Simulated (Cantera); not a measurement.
Feed: 1 mol CHF3, 0.077 mol HCl, held at 19.0 Pa.

These are equilibrium values from Cantera (NASA tables, ideal gas, pure condensed phases), not measurements of a reactor. Candidate condensed phases: C, C6H6, C7H8, C8H18; 118 gas species. Rates play no part.

Task: At 3175 K, list the 5 most abundant gas species with their mole fractions, and the condensed phases.

Result: F 0.584, H 0.190, C 0.140, HF 0.0365, Cl 0.0162. Condensed: gas only.
